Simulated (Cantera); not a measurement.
C2H6 + H2 + N2 (carbon deposition, reforming and gasification)

Charge: 1 mol C2H6, 0.9 mol H2, 0.81 mol N2, equilibrated at 58.0 mbar.

Method: chemical equilibrium by Gibbs-energy minimisation in Cantera with the NASA 1993 tables (ideal gas, pure condensed phases). Candidate condensed phases: C, C6H6, C7H8, C8H18; 92 gas species. Equilibrium is a limit: real reactors are often held back by kinetics, nucleation or transport.

| T (K) | x H2 | x H | x N2 | x HCN | x C2H2 (acetylene) | x HNC | x CN | x C2H | n C(graphite) |
|---|---|---|---|---|---|---|---|---|---|
| 2050 | 0.816 | 0.00851 | 0.168 | 0.00661 | 0.000866 | 0.000410 | 1.81e-6 | 2.00e-7 | 1.96 |
| 2125 | 0.810 | 0.0136 | 0.166 | 0.00859 | 0.00136 | 0.000604 | 4.43e-6 | 6.34e-7 | 1.94 |
| 2200 | 0.801 | 0.0209 | 0.164 | 0.0109 | 0.00205 | 0.000863 | 1.02e-5 | 1.86e-6 | 1.92 |
| 2275 | 0.789 | 0.0313 | 0.162 | 0.0136 | 0.00300 | 0.00120 | 2.20e-5 | 5.05e-6 | 1.90 |
| 2350 | 0.773 | 0.0455 | 0.159 | 0.0166 | 0.00426 | 0.00162 | 4.53e-5 | 1.28e-5 | 1.87 |
| 2425 | 0.752 | 0.0644 | 0.155 | 0.0199 | 0.00587 | 0.00214 | 8.87e-5 | 3.07e-5 | 1.83 |
| 2500 | 0.726 | 0.0889 | 0.151 | 0.0234 | 0.00785 | 0.00275 | 0.000166 | 6.91e-5 | 1.79 |
| 2575 | 0.693 | 0.120 | 0.146 | 0.0270 | 0.0102 | 0.00344 | 0.000300 | 0.000147 | 1.74 |
| 2650 | 0.653 | 0.157 | 0.141 | 0.0306 | 0.0128 | 0.00421 | 0.000520 | 0.000299 | 1.68 |
| 2725 | 0.607 | 0.202 | 0.135 | 0.0339 | 0.0156 | 0.00503 | 0.000870 | 0.000578 | 1.61 |
| 2800 | 0.554 | 0.253 | 0.128 | 0.0368 | 0.0185 | 0.00586 | 0.00141 | 0.00107 | 1.53 |
| 2875 | 0.496 | 0.310 | 0.121 | 0.0391 | 0.0211 | 0.00665 | 0.00222 | 0.00188 | 1.44 |
x: gas mole fraction; n: condensed amount in mol.

From 2050 K to 2875 K the condensed part is C(graphite). The main C-bearing gas is HCN at 2050 K and C2H2 (acetylene) at 2875 K. The share of C in condensed phases is highest at 2050 K (97.9 %) and lowest at 2875 K (71.9 %).
